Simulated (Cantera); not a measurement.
# Hydrocarbon pyrolysis for carbon deposition

An isothermal, constant-pressure homogeneous reactor starts with 1.82 % C2H6, 98.2 % H2, at 1925 K and 1.00 atm.

Model: GRI-Mech 3.0 (53 species, 325 reactions), integrated in Cantera. GRI-Mech 3.0 stops at C3 and has no aromatics, soot or wall deposition, so with more carbon than oxygen in the feed, carbon stays in small species such as C2H2 where larger ones or solid carbon would form.

```tsv
t (s)	x C2H6	x H2	x C2H2	x C2H	x C2H4
2.00e-6	0.00776	0.972	0.000135	6.94e-9	0.00305
1.04e-5	3.13e-5	0.967	0.00346	1.83e-7	0.00266
5.45e-5	7.06e-6	0.969	0.00591	1.16e-7	0.000466
0.000284	3.87e-6	0.970	0.00654	8.88e-8	0.000113
0.00148	3.14e-6	0.971	0.00764	1.04e-7	0.000114
0.00775	1.38e-6	0.975	0.0110	1.50e-7	0.000128
0.0404	2.50e-7	0.979	0.0149	2.05e-7	0.000154
0.211	1.15e-7	0.980	0.0159	2.20e-7	0.000163
1.10	1.14e-7	0.980	0.0159	2.20e-7	0.000163
5.75	1.14e-7	0.980	0.0159	2.20e-7	0.000163
30.0	1.14e-7	0.980	0.0159	2.20e-7	0.000163
```
x: mole fraction; the columns are a selection and need not sum to one.

Equilibrium at this temperature and pressure: C2H6 1.14e-7, H2 0.980, C2H2 0.0159, C2H 2.20e-7, C2H4 0.000163 (gas phase only).
